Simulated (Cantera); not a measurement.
A closed system holds: 1 mol BCl3, 16 mol H2O, 20 mol N2, equilibrated at 1602 °C and 1.00 bar.

Equilibrium computed with Cantera from the NASA thermochemical tables; the gas is ideal and each condensed phase is pure. Candidate condensed phases: B, BN, B2O3, B3O3H3, H2O, NH4Cl; 49 gas species. The tables' values for BOCl are old estimates; treat these amounts as uncertain. Equilibrium is a limit: real reactors are often held back by kinetics, nucleation or transport.

Base state: N2 0.526, H2O 0.367, HCl 0.0779, HBO2 0.0259, H2 0.00181, Cl 0.000910, O2 0.000457, OH 0.000441 (mole fractions); condensed: gas only.

**Question.** What changes in the equilibrium state with this change: BCl3 replaced by B2H6?

**Answer.** 
| species | before | after |
|---|---|---|
| N2 | 0.526 | 0.500 |
| H2O | 0.367 | 0.301 |
| H2 | 0.00181 | 0.150 |
| HCl | 0.0779 | 0 |
| HBO2 | 0.0259 | 0.0486 |
| Cl | 0.000910 | 0 |
| BOCl | 1.92e-5 | 0 |
The feed counts by its element totals alone.
